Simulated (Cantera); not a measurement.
Source: NASA polynomial tables (part measured, part estimated), evaluated in Cantera. Values are per mole of reaction as written; species without (g) are pure solids or liquids, kept so even where they would boil at 1 bar.

B3O3F3(g) = B2O3(g) + BF3(g), with ΔH° = 393.5 kJ and ΔS° = 195.7 J/K at 300 K.

**Question.** How far is the shortcut ΔG° ≈ ΔH°(300 K) − T·ΔS°(300 K) from the full temperature-dependent value at 2123, 2173, 2223, 2273, 2323, 2373, 2423, 2473 K?

**Answer.** 
```csv
T (K),shortcut (kJ),full (kJ),difference (kJ),difference in log10 K
2123,-21.9,1.2,-23.2,0.57
2173,-31.7,-7.4,-24.3,0.59
2223,-41.5,-16.0,-25.5,0.60
2273,-51.3,-24.5,-26.8,0.61
2323,-61.1,-33.1,-28.0,0.63
2373,-70.9,-41.6,-29.3,0.64
2423,-80.7,-50.1,-30.5,0.66
2473,-90.4,-58.6,-31.8,0.67
```
The shortcut ignores the heat-capacity change of the reaction.
